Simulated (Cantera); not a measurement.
## Equilibrium for silicon oxide and oxynitride deposition: SiH4 + H2O + H2

A closed system holds: 1 mol SiH4, 0.18 mol H2O, 15 mol H2, held at 1327 °C.

These are equilibrium values from Cantera (NASA tables, ideal gas, pure condensed phases), not measurements of a reactor. Candidate condensed phases: H2O, Si, SiO2; 18 gas species. Mutual solubility and eutectic melting of coexisting phases are not modelled. The tables hold silica as quartz up to 1696 K and as liquid above; real silica turns to tridymite and cristobalite and melts near 1996 K. Rates play no part.

From 5.00 Pa to 0.240 bar the condensed part is Si(s). At 1.00 bar the condensed part is Si(s) + SiO2(β-quartz). The main Si-bearing gas is SiO throughout. The share of Si in condensed phases is highest at 1.00 bar (95.1 %) and lowest at 5.00 Pa (78.5 %).

```
P (Pa)   x H2    x SiO       x H      x Si    x SiH    x H2O   x SiH2  n Si(s)  n SiO2(β-quartz)
------  -----  -------  --------  --------  -------  -------  -------  -------  ----------------
5       0.980   0.0103   0.00761   0.00195  2.97e-5  1.60e-9  4.91e-6    0.785                 0
21      0.985   0.0103   0.00372  0.000464  1.46e-5  6.78e-9  4.93e-6    0.812                 0
85      0.988   0.0104   0.00185  0.000115  7.24e-6  2.75e-8  4.94e-6    0.818                 0
350     0.989   0.0104  0.000914   2.79e-5  3.57e-6  1.14e-7  4.95e-6    0.819                 0
1400    0.989   0.0104  0.000457   6.96e-6  1.79e-6  4.55e-7  4.95e-6    0.820                 0
5900    0.989   0.0104  0.000223   1.65e-6  8.70e-7  1.92e-6  4.95e-6    0.820                 0
24000   0.990   0.0104  0.000110   4.06e-7  4.31e-7  7.79e-6  4.95e-6    0.820                 0
100000  0.997  0.00285   5.43e-5   9.75e-8  2.12e-7  8.99e-6  4.99e-6    0.885            0.0654
```
x: gas mole fraction; n: condensed amount in mol.
